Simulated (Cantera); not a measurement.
A closed system holds: 1 mol B2O3, 1.4 mol F2, 0.2 mol O2, at 1575 K and 1.35 Torr.

Cantera equilibrium calculation (NASA polynomials, part measured and part estimated; ideal gas, pure solids and liquids). Candidate condensed phases: B, B2O3; 21 gas species. The numbers say what is thermodynamically allowed, not how fast it happens.

Base state: BOF 0.551, O2 0.310, BF3 0.138, BOF2 0.000240, O 0.000141, BO2 9.64e-5, B2O3 4.55e-5, F 1.91e-5 (mole fractions); condensed: gas only.

What changes in the equilibrium state with this change: temperature from 1575 K to 1775 K?


| species | before | after |
|---|---|---|
| BOF | 0.551 | 0.551 |
| O2 | 0.310 | 0.309 |
| BF3 | 0.138 | 0.138 |
| O | 0.000141 | 0.00125 |
| F | 1.91e-5 | 0.000393 |
| B3O3F3 | 1.85e-5 | 1.79e-7 |
| BF2 | 1.13e-6 | 1.21e-5 |
| B2O3 | 4.55e-5 | 1.11e-5 |
| BO2 | 9.64e-5 | 0.000153 |
| BOF2 | 0.000240 | 0.000319 |
The tables' values for BF2 are old estimates; treat these amounts as uncertain.

What changes in the equilibrium state with this change: temperature from 1575 K to 900 K?


| species | before | after |
|---|---|---|
| O2 | 0.310 | 0.491 |
| BF3 | 0.138 | 0.467 |
| B3O3F3 | 1.85e-5 | 0.0415 |
| BOF | 0.551 | 0.000204 |
| O | 0.000141 | <1e-9 |
| BO2 | 9.64e-5 | <1e-9 |
| B2O3(l), mol | 0 | 0.457 |

What changes in the equilibrium state with this change: F2 from 1.4 to 4.9 mol?


```json
[
 {"species": "F", "before": "1.91e-5", "after": "0.507"},
 {"species": "BF3", "before": "0.138", "after": "0.267"},
 {"species": "O2", "before": "0.310", "after": "0.227"},
 {"species": "BOF", "before": "0.551", "after": "1.29e-9"},
 {"species": "BO2", "before": "9.64e-5", "after": "<1e-9"},
 {"species": "B2O3", "before": "4.55e-5", "after": "<1e-9"},
 {"species": "F2", "before": "<1e-9", "after": "3.28e-5"},
 {"species": "B3O3F3", "before": "1.85e-5", "after": "<1e-9"}
]
```
